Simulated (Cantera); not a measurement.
Mixture: C3H8 : O2 : N2 : H2O = 1 : 5.05 : 19 : 0.79 (molar parts), at 1.01 bar, adiabatic and at constant pressure. Ignition delay is the time to a rise of 400 K.

Cantera simulation using GRI-Mech 3.0 (53 species, 325 reactions); the numbers are that mechanism's predictions, not measurements. GRI-Mech 3.0 was tuned for natural gas; its chemistry of propane as a main component is partial and can be far from experiment.

What does this change do: pressure from 1.01 bar to 2.10 bar?


```
quantity                                                before       after
--------------------------------------------------  ----------  ----------
delay at 1125 K                                        32.6 ms     21.4 ms
delay at 1225 K                                        3.96 ms     2.77 ms
delay at 1325 K                                       0.689 ms    0.480 ms
delay at 1425 K                                       0.177 ms    0.118 ms
delay at 1525 K                                        63.5 µs     40.3 µs
apparent activation energy between 1425 and 1525 K  180 kJ/mol  190 kJ/mol
```

What does this change do: N2 19 to 26 parts?


```json
[
 {"quantity": "delay at 1125 K", "before": "32.6 ms", "after": "39.2 ms"},
 {"quantity": "delay at 1225 K", "before": "3.96 ms", "after": "4.71 ms"},
 {"quantity": "delay at 1325 K", "before": "0.689 ms", "after": "0.819 ms"},
 {"quantity": "delay at 1425 K", "before": "0.177 ms", "after": "0.210 ms"},
 {"quantity": "delay at 1525 K", "before": "63.5 µs", "after": "75.6 µs"},
 {"quantity": "apparent activation energy between 1425 and 1525 K", "before": "180 kJ/mol", "after": "180 kJ/mol"}
]
```
